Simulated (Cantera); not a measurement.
## Premixed flame

A freely propagating, adiabatic, planar premixed flame of H2 : O2 : N2 = 1 : 0.192 : 0.846 (molar parts), equivalence ratio 2.6, unburnt at 375 K and 9.87 atm; mixture-averaged transport, grid criteria slope 0.08 and curve 0.16, no radiation.

Detailed kinetics in Cantera: the H2/O2 subset of GRI-Mech 3.0, which has no nitrogen chemistry. The hydrogen kinetics of GRI-Mech 3.0 are dated; newer H2 mechanisms differ, most at raised pressure. Burning velocities carry a grid error of a few per cent, more on coarse grids.

| z (mm) | T (K) | u (m/s) | x H2 | x O2 | x OH | x H2O | x H | x H2O2 |
|---|---|---|---|---|---|---|---|---|
| -0.0875 | 375 | 2.02 | 0.491 | 0.0942 | <1e-8 | 3.31e-7 | <1e-8 | <1e-8 |
| -0.0583 | 376 | 2.02 | 0.490 | 0.0943 | <1e-8 | 6.53e-6 | <1e-8 | 3.45e-8 |
| -0.0437 | 379 | 2.03 | 0.489 | 0.0946 | <1e-8 | 3.76e-5 | <1e-8 | 2.23e-7 |
| -0.0292 | 404 | 2.14 | 0.482 | 0.0958 | <1e-8 | 0.000656 | <1e-8 | 5.06e-6 |
| -0.0146 | 627 | 3.18 | 0.448 | 0.0947 | 1.87e-5 | 0.0162 | 2.23e-5 | 0.000122 |
| -0.00729 | 963 | 4.76 | 0.413 | 0.0789 | 0.000276 | 0.0559 | 0.00113 | 0.000177 |
| 0 | 1300 | 6.35 | 0.376 | 0.0524 | 0.000485 | 0.111 | 0.00562 | 6.86e-5 |
| 0.00729 | 1519 | 7.41 | 0.347 | 0.0277 | 0.000632 | 0.157 | 0.0111 | 1.07e-5 |
| 0.0146 | 1636 | 7.99 | 0.331 | 0.0127 | 0.000645 | 0.184 | 0.0142 | 3.05e-6 |
| 0.0292 | 1731 | 8.44 | 0.322 | 0.00255 | 0.000565 | 0.203 | 0.0143 | 8.28e-7 |
| 0.0583 | 1787 | 8.69 | 0.322 | 0.000193 | 0.000431 | 0.208 | 0.0104 | 1.50e-7 |
| 0.117 | 1824 | 8.85 | 0.325 | 6.90e-6 | 0.000273 | 0.209 | 0.00610 | 3.64e-8 |
| 0.233 | 1845 | 8.94 | 0.327 | 5.39e-7 | 0.000152 | 0.210 | 0.00325 | 1.12e-8 |
x: mole fraction of selected species; z is measured from the peak of heat release.

The laminar burning velocity is 202 cm/s. The thermal thickness is 0.0292 mm, the peak x(OH) is 0.000651 and the peak x(H) is 0.0149. The peak x(H2O2) is 0.000183 and the grid points is 113.
